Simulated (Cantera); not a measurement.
**Diamond growth**

A diamond (100) surface in a fixed gas of H2 with x(CH4) = 0.0079, x(H) = 0.0047, x(CH3) = 0.0018, at 1398 K; coverages are run to steady state.

Model: the Harris–Goodwin 1993 mechanism for the reconstructed diamond (100) surface, integrated in Cantera.

```json
[
 {"P (Pa)": "410", "growth (µm/h)": "0.363", "θ c6HH": "0.343", "θ c6H*": "0.0589", "θ c6*H": "0.541", "θ c6**": "0.0552", "θ c6HM": "4.12e-5"},
 {"P (Pa)": "770", "growth (µm/h)": "1.06", "θ c6HH": "0.344", "θ c6H*": "0.0588", "θ c6*H": "0.540", "θ c6**": "0.0546", "θ c6HM": "8.26e-5"},
 {"P (Pa)": "1400", "growth (µm/h)": "2.72", "θ c6HH": "0.344", "θ c6H*": "0.0588", "θ c6*H": "0.540", "θ c6**": "0.0540", "θ c6HM": "0.000161"},
 {"P (Pa)": "2700", "growth (µm/h)": "6.99", "θ c6HH": "0.344", "θ c6H*": "0.0587", "θ c6*H": "0.539", "θ c6**": "0.0532", "θ c6HM": "0.000331"},
 {"P (Pa)": "5100", "growth (µm/h)": "16.2", "θ c6HH": "0.344", "θ c6H*": "0.0587", "θ c6*H": "0.538", "θ c6**": "0.0527", "θ c6HM": "0.000653"},
 {"P (Pa)": "9500", "growth (µm/h)": "35.7", "θ c6HH": "0.343", "θ c6H*": "0.0586", "θ c6*H": "0.537", "θ c6**": "0.0523", "θ c6HM": "0.00124"},
 {"P (Pa)": "18000", "growth (µm/h)": "80.5", "θ c6HH": "0.343", "θ c6H*": "0.0585", "θ c6*H": "0.536", "θ c6**": "0.0519", "θ c6HM": "0.00234"},
 {"P (Pa)": "33000", "growth (µm/h)": "179", "θ c6HH": "0.342", "θ c6H*": "0.0585", "θ c6*H": "0.534", "θ c6**": "0.0517", "θ c6HM": "0.00416"}
]
```
θ: site fractions in the mechanism's names (c6HH fully hydrogenated, c6H* and c6*H radical sites, c6** diradical, c6HM methylated).
